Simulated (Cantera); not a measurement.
A perfectly stirred reactor is fed with NH₃ : N₂ = 1 : 10 (molar parts), at 760 Torr; it is held at 2300 K, and followed from long to short residence time.

Model: the gas-phase N/H chemistry of the illustrative SiF4/NH3 mechanism in the Surface Chemkin manual (1991), integrated in Cantera. Walls and surfaces, which speed up NH3 decomposition in real reactors, are not modelled.

Problem. Predict: x(NH₃) at τ = 11.0 s; x(H) at τ = 11.0 s; x(NH₂) at τ = 11.0 s; x(NH) at τ = 11.0 s; x(NH₃) at τ = 44.0 ms; x(H) at τ = 44.0 ms; x(NH₂) at τ = 44.0 ms; x(NH) at τ = 44.0 ms.

Solution. 
- x(NH₃) at τ = 11.0 s = 3.02e-5
- x(H) at τ = 11.0 s = 0.00335
- x(NH₂) at τ = 11.0 s = 2.60e-6
- x(NH) at τ = 11.0 s = 1.54e-6
- x(NH₃) at τ = 44.0 ms = 0.00463
- x(H) at τ = 44.0 ms = 0.000910
- x(NH₂) at τ = 44.0 ms = 0.000112
- x(NH) at τ = 44.0 ms = 1.80e-5
